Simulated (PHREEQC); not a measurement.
Dissolve 21 mmol/kgw K2CO3, 8.6 mmol/kgw (CH3)4NCl and 0.04 mmol/kgw HF at 20 °C. Closed to the air; pH follows from the charge balance.

All values are PHREEQC results (ion-association model, phreeqc.dat), not measurements.

Each row changes one thing in this solution. No solid was allowed to form.

| case | pH | ionic strength (mol/kgw) |
|---|---|---|
| as made | 11.22 | 0.0701 |
| K2CO3 left out | (withheld) | 0.00864 |
| HF from 4e-05 to 8e-06 mol/kgw | 11.23 | 0.0701 |
| 0.0057 mol/kgw NaBr added | 11.21 | 0.0746 |
| K2CO3 from 0.021 to 0.0105 mol/kgw | (withheld) | 0.0390 |
| (CH3)4NCl replaced by TMAH at the same molality | 12.01 | 0.0713 |
| HF left out | 11.23 | 0.0701 |
| K2CO3 from 0.021 to 0.105 mol/kgw | (withheld) | (withheld) |

Question: Some entries are withheld; supply them.

Answer: 
- K2CO3 left out, pH: 4.45
- K2CO3 from 0.021 to 0.0105 mol/kgw, pH: 11.10
- K2CO3 from 0.021 to 0.105 mol/kgw, pH: 11.47
- K2CO3 from 0.021 to 0.105 mol/kgw, ionic strength (mol/kgw): 0.321

(CH3)4N+ isn't in the database: it is added as a free cation with an ion size of 4 Å.
